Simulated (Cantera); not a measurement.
What does this Cantera script print?

```python
import numpy as np
import cantera as ct

gas = ct.Solution("gri30.yaml")
gas.TPX = 425, 250000, {'CH4': 1, 'C2H6': 0.1, 'O2': 2.8, 'N2': 10.1, 'H2O': 0.67}
flame = ct.FreeFlame(gas, width=0.021)
flame.set_refine_criteria(ratio=3, slope=0.08, curve=0.16)
flame.transport_model = "mixture-averaged"
flame.solve(loglevel=0, auto=True)
z, T = flame.grid, flame.T
thick = (T[-1] - T[0]) / np.gradient(T, z).max()
show = ['CH4', 'C2H6', 'O2', 'C2H2', 'H2', 'CH3']
print(f"laminar burning velocity  {flame.velocity[0] * 100:.3f} cm/s")
print(f"burnt temperature         {T[-1]:.1f} K")
print(f"thermal thickness         {thick * 1e3:.4f} mm")
print(f"grid points               {len(z)}")
z0 = z[flame.heat_release_rate.argmax()]
print(f"{'z/mm':>9s}{'T/K':>9s}{'u/(m/s)':>9s}" + "".join(f"{s:>11s}" for s in show))
rows = []
for k in (-3, -2, -1.5, -1, -0.5, -0.25, 0, 0.25, 0.5, 1, 2, 4, 8):
    zz = z0 + k * thick
    rows.append([k * thick, np.interp(zz, z, T), np.interp(zz, z, flame.velocity),
                 *(np.interp(zz, z, flame.X[gas.species_index(s)]) for s in show)])
    print(f"{rows[-1][0] * 1e3:9.3f}{rows[-1][1]:9.1f}{rows[-1][2]:9.3f}" + "".join(f"{x:11.3e}" for x in rows[-1][3:]))
```

Result:

```
laminar burning velocity  36.718 cm/s
burnt temperature         2111.7 K
thermal thickness         0.2396 mm
grid points               144
     z/mm      T/K  u/(m/s)        CH4       C2H6         O2       C2H2         H2        CH3
   -0.719    425.5    0.368  6.809e-02  6.813e-03  1.907e-01  6.215e-09  5.998e-04  1.189e-10
   -0.479    428.6    0.371  6.785e-02  6.804e-03  1.904e-01  6.327e-08  1.458e-03  1.003e-09
   -0.359    441.2    0.382  6.708e-02  6.779e-03  1.893e-01  3.931e-07  2.514e-03  6.675e-09
   -0.240    523.6    0.456  6.283e-02  6.566e-03  1.829e-01  3.780e-06  4.481e-03  2.031e-07
   -0.120    927.7    0.816  4.316e-02  4.602e-03  1.480e-01  3.306e-05  7.355e-03  6.015e-05
   -0.060   1314.9    1.164  2.359e-02  2.027e-03  1.100e-01  7.727e-05  8.746e-03  6.129e-04
    0.000   1688.4    1.498  4.902e-03  1.105e-04  6.780e-02  1.084e-04  8.446e-03  8.647e-04
    0.060   1849.0    1.633  2.003e-04  1.224e-07  4.641e-02  8.852e-06  5.813e-03  6.095e-05
    0.120   1916.4    1.684  4.597e-06  6.097e-11  3.994e-02  1.522e-07  4.573e-03  1.641e-06
    0.240   1992.1    1.742  3.332e-09  8.973e-17  3.558e-02  5.573e-11  3.404e-03  1.486e-09
    0.479   2055.6    1.791  6.902e-14  3.407e-23  3.283e-02  8.989e-16  1.979e-03  4.901e-14
    0.958   2093.5    1.820  2.334e-16 -4.853e-29  3.140e-02  3.667e-20  9.616e-04  6.034e-16
    1.917   2108.7    1.832  1.757e-17  1.495e-29  3.089e-02  9.038e-22  5.492e-04  3.558e-17
```

Model: GRI-Mech 3.0 (53 species, 325 reactions), integrated in Cantera. Burning velocities carry a grid error of a few per cent, more on coarse grids.
